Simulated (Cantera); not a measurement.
A closed system holds: 1 mol C₂H₄, 0.81 mol O₂, 2.2 mol H₂, at 2750 K.

Cantera equilibrium calculation (NASA polynomials, part measured and part estimated; ideal gas, pure solids and liquids). Candidate condensed phases: C, C₆H₆, C₇H₈, C₈H₁₈, H₂O; 110 gas species. The ideal-gas law is rough above about 30 bar. Kinetics and transport are ignored.

Q: Which condensed phases are stable at each of these points (P (Pa)): 10, 72, 520, 3700, 27000, 190000, 1400000, 10000000?

A: 
| P (Pa) | condensed phases | C condensed (%) |
|---|---|---|
| 10 | gas only | 0.0 |
| 72 | gas only | 0.0 |
| 520 | C(graphite) | 7.0 |
| 3700 | C(graphite) | 8.5 |
| 27000 | C(graphite) | 7.8 |
| 190000 | C(graphite) | 7.4 |
| 1400000 | C(graphite) | 7.0 |
| 10000000 | C(graphite) | 5.5 |

From 10.0 Pa to 72.0 Pa nothing is condensed. From 520 Pa to 1.00e7 Pa the condensed part is C(graphite).
